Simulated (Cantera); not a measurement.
Charge: 1 mol CO2, 0.12 mol SO2, 0.4 mol O2, held at 1.20 bar.

Method: chemical equilibrium by Gibbs-energy minimisation in Cantera with the NASA 1993 tables (ideal gas, pure condensed phases). Candidate condensed phases: C, S; 22 gas species. Rates play no part.

x: gas mole fraction; nothing condenses.

```
T (K)  x CO2   x O2     x SO3    x SO2      x CO
-----  -----  -----  --------  -------  --------
750    0.684  0.234    0.0805  0.00164    <1e-12
825    0.683  0.235    0.0755  0.00645    <1e-12
900    0.679  0.240    0.0637   0.0178  1.76e-12
975    0.673  0.246    0.0461   0.0347  3.15e-11
1050   0.667  0.252    0.0290   0.0511  3.72e-10
1125   0.664  0.257       [?]      [?]       [?]
1200   0.661  0.259   0.00995   0.0694   2.07e-8
1275   0.660  0.261   0.00596   0.0732   1.08e-7
1350   0.659  0.262   0.00371   0.0754   4.72e-7
1425   0.659  0.262       [?]   0.0766       [?]
1500   0.658  0.263   0.00162   0.0774   5.74e-6
1575   0.658  0.263   0.00114   0.0779   1.67e-5
1650   0.658  0.263  0.000820   0.0782   4.42e-5
1725   0.658  0.263  0.000609   0.0784  0.000107
```

**Question.** Fill in the missing entries.

**Answer.** 
- 1125, x SO3: 0.0171
- 1125, x SO2: 0.0626
- 1125, x CO: 3.17e-9
- 1425, x SO3: 0.00241
- 1425, x CO: 1.76e-6
